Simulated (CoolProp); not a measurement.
A closed Brayton cycle with dry air: compressor inlet 312.15 K and 4.5 MPa, high pressure 10.2 MPa, turbine inlet 765 K, compressor efficiency 0.89, turbine efficiency 0.93, recuperator effectiveness 0.8 (on enthalpy, no pinch check). Each further row changes one setting.

Values from CoolProp's reference Helmholtz-energy equation of state, Lemmon 2000. It is a pseudo-pure fit of the blend.

```json
[
 {"case": "as stated", "thermal efficiency (%)": "29.3", "net work (kJ/kg)": "60.0", "compressor to turbine work": "0.61", "compressor exit (K)": "405.7", "turbine exit (K)": "624.6"},
 {"case": "turbine inlet 715 K", "thermal efficiency (%)": "26.8", "net work (kJ/kg)": "49.9", "compressor to turbine work": "0.65", "compressor exit (K)": "405.7", "turbine exit (K)": "582.4"},
 {"case": "compressor inlet 322.15 K", "thermal efficiency (%)": "28.2", "net work (kJ/kg)": "56.8", "compressor to turbine work": "0.63", "compressor exit (K)": "418.5", "turbine exit (K)": "624.6"},
 {"case": "high pressure 8.67 MPa", "thermal efficiency (%)": "28.3", "net work (kJ/kg)": "52.6", "compressor to turbine work": "0.58", "compressor exit (K)": "385.4", "turbine exit (K)": "650.4"},
 {"case": "recuperator effectiveness 0.5", "thermal efficiency (%)": "21.9", "net work (kJ/kg)": "60.0", "compressor to turbine work": "0.61", "compressor exit (K)": "405.7", "turbine exit (K)": "624.6"}
]
```
